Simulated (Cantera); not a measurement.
A perfectly stirred reactor is fed with NH₃ : H₂ = 1 : 0.28 (molar parts), at 34.5 Torr; it is held at 2100 K, and followed from long to short residence time.

Model: the gas-phase N/H chemistry of the illustrative SiF4/NH3 mechanism in the Surface Chemkin manual (1991), integrated in Cantera. Walls and surfaces, which speed up NH3 decomposition in real reactors, are not modelled.

x: mole fraction; the columns are a selection and need not sum to one.

| τ (s) | x NH₃ | x H₂ | x N | x NH | x N₂ | x N₂H₂ | x H |
|---|---|---|---|---|---|---|---|
| 0.41 | 0.223 | 0.619 | 2.15e-6 | 2.50e-5 | 0.156 | 2.21e-6 | ? |
| 0.16 | 0.392 | 0.497 | 1.98e-6 | 2.92e-5 | 0.109 | 4.50e-6 | ? |
| 0.061 | 0.567 | 0.372 | 1.74e-6 | 3.12e-5 | 0.0595 | 7.38e-6 | ? |
| 0.023 | 0.685 | 0.287 | 1.51e-6 | 3.12e-5 | 0.0264 | 9.56e-6 | ? |
| 0.0090 | 0.741 | 0.246 | 1.32e-6 | 2.99e-5 | 0.0105 | 1.02e-5 | ? |
| 0.0035 | 0.766 | 0.229 | 1.08e-6 | 2.66e-5 | 0.00355 | 9.20e-6 | ? |
| 0.0013 | 0.776 | 0.221 | 6.57e-7 | 1.89e-5 | 0.000816 | 5.92e-6 | ? |
| 0.00051 | 0.780 | 0.219 | 1.86e-7 | 7.88e-6 | 9.34e-5 | 1.88e-6 | ? |

Task: Some entries are withheld; supply them.

Result: 
- 0.41, x H: 0.000732
- 0.16, x H: 0.000491
- 0.061, x H: 0.000327
- 0.023, x H: 0.000238
- 0.0090, x H: 0.000196
- 0.0035, x H: 0.000169
- 0.0013, x H: 0.000135
- 0.00051, x H: 8.31e-5
